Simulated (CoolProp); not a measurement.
Vapour-liquid equilibrium of isohexane (1) + n-hexane (2) at 1.19 MPa; x and y are mole fractions of (1).

Model: multi-fluid Helmholtz-energy mixture model, Lemmon 2006 and Thol 2019; pair parameters Bell 2016, in CoolProp.

```csv
x,"bubble temperature, mixture model (K)","bubble temperature, Raoult's law (K)","y, mixture model","y, Raoult's law"
0.05,447.4,447.4,0.056,0.058
0.125,446.6,446.7,0.139,0.144
0.2,445.8,445.9,0.220,0.228
0.275,445.0,445.2,0.300,0.310
0.35,444.2,444.4,0.377,0.389
0.425,443.5,443.7,0.454,0.467
0.5,442.7,443.0,0.529,0.542
0.575,442.0,442.3,0.602,0.616
0.65,441.3,441.5,0.675,0.687
0.725,440.6,440.8,0.746,0.758
0.8,440.0,440.1,0.816,0.826
0.875,439.3,439.5,0.886,0.893
0.95,438.7,438.8,0.954,0.958
```

The largest gap from Raoult's law is -0.3 K in bubble temperature, at x = 0.575. No azeotrope shows between x = 0.05 and 0.95.

Pair parameters are fitted to limited data, so mixtures are less certain than the pure fluids.
